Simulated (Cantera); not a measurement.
# Chlorosilane synthesis and conversion: Si + Cl2 + H2

Charge: 1 mol Si, 2.5 mol Cl2, 11 mol H2, held at 577 °C and 975 Torr.

Cantera equilibrium calculation (NASA polynomials, part measured and part estimated; ideal gas, pure solids and liquids). Candidate condensed phases: Si; 19 gas species. Kinetics and transport are ignored.

x(H2): 0.839
x(HCl): 0.0814
x(SiCl4): 0.0787
x(SiHCl3): 0.00135
x(SiCl3): 2.31e-6
x(SiH2Cl2): 2.02e-6
gas amount: 12.50 mol
log10 activity of Si(s) (absent): -6.29
